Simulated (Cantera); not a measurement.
Input: 1 mol SiHCl3, 98 mol N2, at 1248 K and 0.100 bar.

Cantera equilibrium calculation (NASA polynomials, part measured and part estimated; ideal gas, pure solids and liquids). Candidate condensed phases: NH4Cl, Si, Si3N4; 28 gas species. N2 is the only nitrogen source here; it is nearly inert below about 1500 K, so the nitride shown seldom forms there in practice. The tables' values for SiCl3 are old estimates; treat these amounts as uncertain. Rates play no part.

Base state: N2 0.985, HCl 0.00943, SiCl4 0.00498, H2 0.000321, SiCl3 0.000234, SiCl2 7.90e-5 (mole fractions); condensed: Si3N4(s).

**Question.** What changes in the equilibrium state with this change: N2 from 98 to 0.77 mol?

**Answer.** 
| species | before | after |
|---|---|---|
| HCl | 0.00943 | 0.346 |
| SiCl4 | 0.00498 | 0.298 |
| N2 | 0.985 | 0.259 |
| H2 | 0.000321 | 0.0870 |
| SiHCl3 | 5.97e-6 | 0.00264 |
| SiCl3 | 0.000234 | 0.00628 |
| SiCl2 | 7.90e-5 | 0.000954 |
| Si3N4(s), mol | 0.158 | 0.137 |
